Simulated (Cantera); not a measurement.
## Ti(OiPr)4 + N2 + H2 (titanium nitride, carbide and oxide coatings)

A closed system holds: 1 mol Ti(OiPr)4, 94 mol N2, 13 mol H2, equilibrated at 1873 K and 0.00133 bar.

These are equilibrium values from Cantera (NASA tables, ideal gas, pure condensed phases), not measurements of a reactor. Candidate condensed phases: C, C6H6, C7H8, C8H18, H2O, Ti, TiC, TiN, TiO, TiO2, Ti2O3, Ti3O5, Ti4O7; 139 gas species. The feed counts by its element totals alone. TiC: taken at fixed stoichiometry. Kinetics and transport are ignored.

| Quantity | Result |
|---|---|
| x(N2) | 0.747 |
| x(H2) | 0.209 |
| x(CO) | 0.0319 |
| x(H) | 0.00809 |
| x(HCN) | 0.00342 |
| x(HNC) | 0.000152 |
| x(C2H2 (acetylene)) | 6.53e-5 |
| x(CN) | 2.27e-6 |
| n(C(graphite)) | 6.54 mol |
| n(TiC(s)) | 1.000 mol |
| gas amount | 125.5 mol |
| log10 activity of Ti(β) (absent) | -4.46 |
| log10 activity of Ti2O3(s) (absent) | -16.65 |
| log10 activity of Ti3O5(s) (absent) | -27.67 |
